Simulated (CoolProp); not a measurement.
A single-stage vapour-compression cycle with n-heptane: evaporating at 324.15 K (dew point), condensing at 365.15 K (bubble point), superheat 0 K, subcooling 2 K, compressor efficiency 0.65, no pressure losses. Each further row changes one setting.

Computed with CoolProp (reference Helmholtz-energy equation of state, Span 2003). It is a short technical equation, of lower accuracy than the large ones.

```json
[
 {"case": "as stated", "cooling COP": "4.32", "pressure ratio": "4.25", "discharge temperature (K)": "365.1", "refrigerating effect (kJ/kg)": "254", "volumetric capacity (kJ/m³)": "189"},
 {"case": "evaporating temperature 329.15 K", "cooling COP": "5.13", "pressure ratio": "3.48", "discharge temperature (K)": "365.1", "refrigerating effect (kJ/kg)": "263", "volumetric capacity (kJ/m³)": "235"},
 {"case": "condensing temperature 360.15 K", "cooling COP": "5.07", "pressure ratio": "3.64", "discharge temperature (K)": "360.1", "refrigerating effect (kJ/kg)": "267", "volumetric capacity (kJ/m³)": "198"},
 {"case": "subcooling 7 K", "cooling COP": "4.53", "pressure ratio": "4.25", "discharge temperature (K)": "365.1", "refrigerating effect (kJ/kg)": "267", "volumetric capacity (kJ/m³)": "198"},
 {"case": "superheat 10 K", "cooling COP": "4.40", "pressure ratio": "4.25", "discharge temperature (K)": "368.8", "refrigerating effect (kJ/kg)": "272", "volumetric capacity (kJ/m³)": "196"},
 {"case": "compressor efficiency 0.55", "cooling COP": "3.65", "pressure ratio": "4.25", "discharge temperature (K)": "365.1", "refrigerating effect (kJ/kg)": "254", "volumetric capacity (kJ/m³)": "189"}
]
```

The compression ends wet for: as stated; evaporating temperature 329.15 K; condensing temperature 360.15 K; subcooling 7 K; compressor efficiency 0.55.
